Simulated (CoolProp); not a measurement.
A simple Rankine cycle with chloromethane (R40): condensing at 316.15 K, boiler at 3.68 MPa, turbine inlet 395.2 K, turbine efficiency 0.8, pump efficiency 0.7, no recuperator. Each further row changes one setting.

Computed with CoolProp (reference Helmholtz-energy equation of state, Thol 2014).

```json
[
 {"case": "as stated", "thermal efficiency (%)": "11.3", "net work (kJ/kg)": "42.6", "heat in (kJ/kg)": "378", "turbine exit temperature (K)": "316.2", "volume ratio over the turbine": "3.60"},
 {"case": "turbine inlet 415.2 K", "thermal efficiency (%)": "11.8", "net work (kJ/kg)": "48.0", "heat in (kJ/kg)": "408", "turbine exit temperature (K)": "324.5", "volume ratio over the turbine": "3.45"},
 {"case": "condensing temperature 308.15 K", "thermal efficiency (%)": "12.6", "net work (kJ/kg)": "49.3", "heat in (kJ/kg)": "391", "turbine exit temperature (K)": "308.1", "volume ratio over the turbine": "4.38"},
 {"case": "boiler pressure 2.58 MPa", "thermal efficiency (%)": "9.2", "net work (kJ/kg)": "37.0", "heat in (kJ/kg)": "404", "turbine exit temperature (K)": "330.5", "volume ratio over the turbine": "2.47"},
 {"case": "turbine efficiency 0.7", "thermal efficiency (%)": "9.7", "net work (kJ/kg)": "36.7", "heat in (kJ/kg)": "378", "turbine exit temperature (K)": "316.2", "volume ratio over the turbine": "3.66"}
]
```

The expansion ends wet for: as stated; condensing temperature 308.15 K; turbine efficiency 0.7.
